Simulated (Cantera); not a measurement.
A Cantera script and what it prints.

```python
import numpy as np
import cantera as ct

gas_names = """
    CL CL2 H HCL H2 Si SiCL SiCL2 SiCL3 SiCL4 SiH SiHCL3 SiH2 SiH2CL2 SiH3 SiH3CL SiH4 Si2 Si3
""".split()
cond_names = """
    Si(cr) Si(L)
""".split()


# ... load() reads the species with a 1 bar reference pressure and builds the phases ...
atoms = {
    'Si': {'Si': 1},
    'HCl': {'H': 1, 'CL': 1},
    'H2': {'H': 2},
}
top_T = {}  # K; cautious upper limits of use, not melting points


# ... equilibrate(T, P, feed) seeds the gas with the atoms and calls Mixture.equilibrate('TP', solver="vcs", rtol=1e-11, max_steps=5000) ...
results = []
feed = {'Si': 1, 'HCl': 1.2, 'H2': 13}  # mol
T = 1298  # K
P = 120000  # Pa
mix = equilibrate(T, P, feed)
results.append((T, P, feed, dict(zip(mix.species_names, mix.species_moles))))
print(gas.report(threshold=0.0001))
for i in range(1, mix.n_phases):
    print(f"{mix.phase(i).name:16s} {mix.phase_moles(i):12.5e} mol")
```

It prints:

```
       temperature   1298 K
          pressure   1.2e+05 Pa
           density   0.060572 kg/m^3
  mean mol. weight   5.4476 kg/kmol
   phase of matter   gas

                          1 kg             1 kmol
                     ---------------   ---------------
          enthalpy        3.6942e+06        2.0124e+07  J
   internal energy        1.7131e+06         9.332e+06  J
           entropy             33280        1.8129e+05  J/K
    Gibbs function       -3.9503e+07        -2.152e+08  J
 heat capacity c_p            5977.9             32565  J/K
 heat capacity c_v            4451.6             24251  J/K

                      mass frac. Y      mole frac. X     chem. pot. / RT
                     ---------------   ---------------   ---------------
               HCL           0.24214           0.03618            -36.67
                H2           0.35059           0.94736           -18.064
             SiCL2          0.066803         0.0036765           -59.514
             SiCL3          0.041709         0.0016901           -87.152
             SiCL4           0.14483         0.0046441           -114.79
            SiHCL3           0.13646         0.0054885           -96.184
           SiH2CL2          0.016941        0.00091373           -77.577
     [  +12 minor]         0.0005279        4.4628e-05

Si(cr)            7.69072e-01 mol
```

Equilibrium computed with Cantera from the NASA thermochemical tables; the gas is ideal and each condensed phase is pure. The tables' values for SiCl3 are old estimates; treat these amounts as uncertain.
